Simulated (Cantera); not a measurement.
Input: 1 mol Cu, 0.047 mol CO2, 13 mol CO, at 59.0 Pa.

Method: chemical equilibrium by Gibbs-energy minimisation in Cantera with the NASA 1993 tables (ideal gas, pure condensed phases). Candidate condensed phases: C, Cu, CuO, Cu2O; 15 gas species. Kinetics and transport are ignored.

x: gas mole fraction; n: condensed amount in mol.

```json
[
 {"T (K)": "800", "x CO": "0.948", "x Cu": "1.14e-12", "x CO2": "0.0523", "x Cu2": "<1e-12", "x O": "<1e-12", "x CuO": "<1e-12", "n C(graphite)": "0.604", "n Cu(s)": "1.00", "n Cu(l)": "0"},
 {"T (K)": "900", "x CO": "0.996", "x Cu": "3.05e-10", "x CO2": "0.00360", "x Cu2": "<1e-12", "x O": "<1e-12", "x CuO": "<1e-12", "n C(graphite)": "0", "n Cu(s)": "1.00", "n Cu(l)": "0"},
 {"T (K)": "1000", "x CO": "0.996", "x Cu": "2.64e-8", "x CO2": "0.00360", "x Cu2": "<1e-12", "x O": "<1e-12", "x CuO": "<1e-12", "n C(graphite)": "0", "n Cu(s)": "1.00", "n Cu(l)": "0"},
 {"T (K)": "1100", "x CO": "0.996", "x Cu": "1.01e-6", "x CO2": "0.00360", "x Cu2": "[?]", "x O": "<1e-12", "x CuO": "<1e-12", "n C(graphite)": "0", "n Cu(s)": "1.000", "n Cu(l)": "0"},
 {"T (K)": "1200", "x CO": "0.996", "x Cu": "2.08e-5", "x CO2": "0.00360", "x Cu2": "[?]", "x O": "<1e-12", "x CuO": "<1e-12", "n C(graphite)": "0", "n Cu(s)": "1.000", "n Cu(l)": "0"},
 {"T (K)": "1300", "x CO": "0.996", "x Cu": "0.000267", "x CO2": "0.00360", "x Cu2": "[?]", "x O": "<1e-12", "x CuO": "<1e-12", "n C(graphite)": "0", "n Cu(s)": "0.997", "n Cu(l)": "0"},
 {"T (K)": "1400", "x CO": "0.994", "x Cu": "0.00229", "x CO2": "0.00359", "x Cu2": "[?]", "x O": "5.69e-12", "x CuO": "1.96e-12", "n C(graphite)": "0", "n Cu(s)": "0", "n Cu(l)": "0.970"},
 {"T (K)": "1500", "x CO": "0.983", "x Cu": "0.0139", "x CO2": "0.00355", "x Cu2": "[?]", "x O": "1.22e-10", "x CuO": "4.98e-11", "n C(graphite)": "0", "n Cu(s)": "0", "n Cu(l)": "0.815"},
 {"T (K)": "1600", "x CO": "0.929", "x Cu": "0.0674", "x CO2": "0.00336", "x Cu2": "[?]", "x O": "1.77e-9", "x CuO": "8.38e-10", "n C(graphite)": "0", "n Cu(s)": "0", "n Cu(l)": "0.0559"},
 {"T (K)": "1700", "x CO": "0.925", "x Cu": "0.0711", "x CO2": "0.00335", "x Cu2": "[?]", "x O": "1.88e-8", "x CuO": "2.65e-9", "n C(graphite)": "0", "n Cu(s)": "0", "n Cu(l)": "0"}
]
```

What belongs in the gaps?


- 1100, x Cu2: 8.07e-12
- 1200, x Cu2: 5.91e-10
- 1300, x Cu2: 2.20e-8
- 1400, x Cu2: 4.46e-7
- 1500, x Cu2: 5.46e-6
- 1600, x Cu2: 4.82e-5
- 1700, x Cu2: 2.27e-5
